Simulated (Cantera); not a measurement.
# Abatement and gas-phase synthesis: CS2 + H2

Feed: 1 mol CS2, 0.043 mol H2.

These are equilibrium values from Cantera (NASA tables, ideal gas, pure condensed phases), not measurements of a reactor. Candidate condensed phases: C, C6H6, C7H8, C8H18, S; 83 gas species. The ideal-gas law is rough above about 30 bar. Equilibrium is a limit: real reactors are often held back by kinetics, nucleation or transport.

Stable condensed phases:

```
T in K \ P in Pa
               10       65      420     2700    17000   110000   720000  4700000 30000000
   3348         A        A        A        A        A        A        A        A        A
   3248         A        A        A        A        A        A        A        A        B
   3148         A        A        A        A        A        A        A        A        B
   3048         A        A        A        A        A        A        A        A        B
   2948         A        A        A        A        A        A        A        B        B
   2848         A        A        A        A        A        A        A        B        B
   2748         A        A        A        A        A        A        A        B        B
   2648         A        A        A        A        A        A        A        B        B
   2548         A        A        A        A        A        A        B        B        B
   2448         A        A        A        A        A        A        B        B        B
```

A: gas only; B: C.
